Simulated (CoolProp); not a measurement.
Vapour-liquid equilibrium of R245fa (1) + n-pentane (2) at 343.7 K; x and y are mole fractions of (1).

Computed with CoolProp (multi-fluid Helmholtz-energy mixture model, Akasaka 2015 and Thol 2019; pair parameters Bell 2016).

```
x      bubble pressure, mixture model (MPa)  bubble pressure, Raoult's law (MPa)  y, mixture model  y, Raoult's law
-----  ------------------------------------  -----------------------------------  ----------------  ---------------
0.05                                    [?]                               0.3043             0.283            0.102
0.125                                0.5061                               0.3291               [?]            0.235
0.2                                     [?]                               0.3539             0.535            0.349
0.275                                   [?]                               0.3787             0.580            0.449
0.35                                 0.6419                               0.4035             0.610            0.536
0.425                                0.6597                               0.4283             0.633            0.614
0.5                                  0.6726                               0.4531             0.654            0.682
0.575                                0.6822                               0.4778             0.675            0.744
0.65                                 0.6890                               0.5026               [?]            0.800
0.725                                0.6921                               0.5274             0.730            0.850
0.8                                     [?]                               0.5522             0.770            0.896
0.875                                0.6773                               0.5770             0.828            0.938
0.95                                 0.6497                               0.6018             0.915            0.976
```

**Question.** Complete the blanks.

**Answer.** 
- 0.05, bubble pressure, mixture model (MPa): 0.3960
- 0.125, y, mixture model: 0.455
- 0.2, bubble pressure, mixture model (MPa): 0.5737
- 0.275, bubble pressure, mixture model (MPa): 0.6154
- 0.65, y, mixture model: 0.699
- 0.8, bubble pressure, mixture model (MPa): 0.6894

The largest gap from Raoult's law is +62.5 % in bubble pressure, at x = 0.275. y crosses x between x = 0.725 and 0.8: the model has an azeotrope there.

The pair parameters rest on a limited set of measurements; away from them the model extrapolates. With so large a gap from Raoult's law the liquid may split in two, which this calculation doesn't test in full.
